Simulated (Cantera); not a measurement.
# Carbon deposition, reforming and gasification: C3H8 + CO2

Charge: 1 mol C3H8, 3.7 mol CO2, held at 18.0 bar.

Equilibrium computed with Cantera from the NASA thermochemical tables; the gas is ideal and each condensed phase is pure. Candidate condensed phases: C, C6H6, C7H8, C8H18, H2O; 110 gas species. Rates play no part.

```json
[
 {"T (K)": "2273", "x CO": "0.609", "x H2": "0.324", "x H2O": "0.0488", "x H": "0.00113", "x CO2": "0.0166", "x OH": "2.63e-5", "x O": "6.28e-8"},
 {"T (K)": "2373", "x CO": "0.610", "x H2": "0.323", "x H2O": "0.0493", "x H": "0.00187", "x CO2": "0.0160", "x OH": "5.07e-5", "x O": "1.98e-7"},
 {"T (K)": "2473", "x CO": "0.610", "x H2": "0.322", "x H2O": "0.0498", "x H": "0.00298", "x CO2": "0.0154", "x OH": "9.27e-5", "x O": "5.67e-7"},
 {"T (K)": "2573", "x CO": "0.610", "x H2": "0.320", "x H2O": "0.0502", "x H": "0.00458", "x CO2": "0.0149", "x OH": "0.000161", "x O": "1.50e-6"},
 {"T (K)": "2673", "x CO": "0.609", "x H2": "0.319", "x H2O": "0.0504", "x H": "0.00682", "x CO2": "0.0145", "x OH": "0.000269", "x O": "3.69e-6"},
 {"T (K)": "2773", "x CO": "0.609", "x H2": "0.316", "x H2O": "0.0505", "x H": "0.00985", "x CO2": "0.0141", "x OH": "0.000432", "x O": "8.49e-6"},
 {"T (K)": "2873", "x CO": "0.608", "x H2": "0.313", "x H2O": "0.0505", "x H": "0.0139", "x CO2": "0.0137", "x OH": "0.000670", "x O": "1.85e-5"},
 {"T (K)": "2973", "x CO": "0.606", "x H2": "0.310", "x H2O": "0.0503", "x H": "0.0191", "x CO2": "0.0134", "x OH": "0.00101", "x O": "3.80e-5"}
]
```
x: gas mole fraction; nothing condenses.

From 2273 K to 2973 K nothing is condensed. The main C-bearing gas is CO throughout.
